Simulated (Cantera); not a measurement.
Standard-state values (1 bar) from the NASA 1993 polynomials, evaluated with Cantera. Values are per mole of reaction as written; species without (g) are pure solids or liquids, kept so even where they would boil at 1 bar.

### Question
Between 798 and 998 K, where is each reaction favourable under standard conditions?
- 2 Cs + O2(g) + 2 HCl(g) = 2 OH(g) + 2 CsCl

### Answer
- 2 Cs + O2(g) + 2 HCl(g) = 2 OH(g) + 2 CsCl: ΔG° is -478 kJ at 798 K and -449 kJ at 998 K; it stays negative (K > 1). ΔH° is -567 kJ and ΔS° -118 J/K at 998 K.
